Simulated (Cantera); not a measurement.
Adiabatic ignition

An adiabatic, constant-volume homogeneous reactor starts with CH4 : O2 : N2 : CO2 = 1 : 1.67 : 6.27 : 0.9 (molar parts), at 1525 K and 5.23 atm.

Cantera simulation using GRI-Mech 3.0 (53 species, 325 reactions); the numbers are that mechanism's predictions, not measurements.

```tsv
t (s)	T (K)	P (bar)	x CH4	x O2	x CO2	x C2H	x NO	x CH3	x C2H4
3.00e-6	1525	5.30	0.102	0.170	0.0915	<1e-12	<1e-12	3.40e-6	1.50e-10
8.05e-6	1525	5.30	0.102	0.170	0.0915	<1e-12	<1e-12	1.11e-5	4.62e-9
2.16e-5	1525	5.30	0.102	0.170	0.0915	<1e-12	<1e-12	4.20e-5	1.77e-7
5.79e-5	1526	5.30	0.101	0.170	0.0915	<1e-12	<1e-12	0.000125	5.90e-6
0.000155	1536	5.34	0.0989	0.168	0.0914	<1e-12	3.67e-12	0.000242	0.000103
0.000417	2925	10.8	<1e-12	0.0102	0.103	<1e-12	0.00462	<1e-12	<1e-12
0.00112	2916	10.7	<1e-12	0.00926	0.103	<1e-12	0.00787	<1e-12	<1e-12
0.00300	2916	10.7	<1e-12	0.00926	0.103	<1e-12	0.00788	<1e-12	<1e-12
0.00805	2916	10.7	<1e-12	0.00926	0.103	<1e-12	0.00788	<1e-12	<1e-12
0.0216	2916	10.7	<1e-12	0.00926	0.103	<1e-12	0.00788	<1e-12	<1e-12
0.0579	2916	10.7	<1e-12	0.00926	0.103	<1e-12	0.00788	<1e-12	<1e-12
0.155	2916	10.7	<1e-12	0.00926	0.103	<1e-12	0.00788	<1e-12	<1e-12
0.417	2916	10.7	<1e-12	0.00926	0.103	<1e-12	0.00788	<1e-12	<1e-12
1.12	2916	10.7	<1e-12	0.00926	0.103	<1e-12	0.00788	<1e-12	<1e-12
3.00	2916	10.7	<1e-12	0.00926	0.103	<1e-12	0.00788	<1e-12	<1e-12
```
x: mole fraction; the columns are a selection and need not sum to one.

| Quantity | Result |
|---|---|
| time of steepest temperature rise | 0.299 ms |
| temperature at 3.00 s | 2916 K |
| equilibrium temperature | 2916 K |
| x(CH4) at 3.00 s | <1e-12 (gas-phase equilibrium <1e-12) |
| x(O2) at 3.00 s | 0.00926 (gas-phase equilibrium 0.00926) |
| x(CO2) at 3.00 s | 0.103 (gas-phase equilibrium 0.103) |
